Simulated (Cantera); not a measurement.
Gas mixture: N2 : O2 = 0.75 : 0.058 (molar parts), at 0.620 bar, frozen composition.

Cantera's kinetic-theory transport with the Lennard-Jones parameters of GRI-Mech 3.0, ideal gas; thermal conductivity in the mixture-averaged form.

D: mixture-averaged diffusion coefficient of that species in the mixture.

| T (K) | ρ (kg/m³) | cp (J/kg/K) | μ (µPa s) | λ (mW/m/K) | Pr | D (cm²/s) H | D (cm²/s) C2H2 | D (cm²/s) NH3 |
|---|---|---|---|---|---|---|---|---|
| 400 | 0.528 | 1038 | 22.6 | 32.9 | 0.713 | [?] | 0.459 | 0.625 |
| 600 | 0.352 | 1068 | 29.9 | 45.4 | 0.704 | [?] | 0.932 | 1.31 |
| 800 | 0.264 | 1115 | 36.2 | 57.4 | 0.704 | [?] | 1.52 | 2.18 |
| 1000 | 0.211 | 1163 | 42.0 | 68.9 | 0.708 | [?] | 2.22 | 3.22 |
| 1200 | 0.176 | 1196 | 47.3 | 79.9 | 0.707 | [?] | 3.02 | 4.39 |
| 1400 | 0.151 | 1223 | 52.2 | 90.4 | 0.706 | [?] | 3.90 | 5.71 |
| 1600 | 0.132 | 1245 | 56.9 | 100 | 0.706 | [?] | 4.88 | 7.15 |
| 1800 | 0.117 | 1262 | 61.4 | 110 | 0.705 | [?] | 5.93 | 8.71 |

### Question
Some entries are withheld; supply them.

### Answer

- 400, D (cm²/s) H: 3.33
- 600, D (cm²/s) H: 6.71
- 800, D (cm²/s) H: 10.9
- 1000, D (cm²/s) H: 15.9
- 1200, D (cm²/s) H: 21.6
- 1400, D (cm²/s) H: 27.9
- 1600, D (cm²/s) H: 34.8
- 1800, D (cm²/s) H: 42.3
